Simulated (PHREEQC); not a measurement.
Make-up at 55 °C: 120 mmol/kgw Cu(NO3)2 and 0.22 mmol/kgw HBF4. Closed to the air; pH follows from the charge balance.

Model: ion-association model, phreeqc.dat, run in PHREEQC.

Task: The ionic strength comes out as 0.360 mol/kgw. What activity coefficients do Cu+2, NO3-, H+, CuF+, Cu2(OH)2+2 get?

Result: Cu+2 0.26, NO3- 0.63, H+ 0.77, CuF+ 0.72, Cu2(OH)2+2 0.26.

This is a speciation only: nothing precipitates in the calculation. Complexes and solids missing from the database can't appear. Constants without temperature data keep their 25 °C values here. Real BF4- forms and hydrolyses slowly; the run takes it at equilibrium.
